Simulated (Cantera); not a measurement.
Charge: 1 mol AlBr₃, 58 mol N₂, 2.9 mol H₂, at 1873 K and 0.100 bar.

Equilibrium computed with Cantera from the NASA thermochemical tables; the gas is ideal and each condensed phase is pure. Rates play no part.

```
species    before     after
-------  --------  --------
N₂          0.921     0.928
H₂         0.0361    0.0385
HBr        0.0196    0.0156
Br        0.00683   0.00221
AlBr₃     0.00266   0.00707
AlBr       0.0132   0.00892
H        0.000388  0.000113
```
Gas species are given as mole fractions.

### Question
Which change was made?
A. temperature from 1873 K to 1723 K
B. H₂ from 2.9 to 55 mol
C. temperature from 1873 K to 700 K
D. H₂ from 2.9 to 270 mol

### Answer
A, temperature from 1873 K to 1723 K
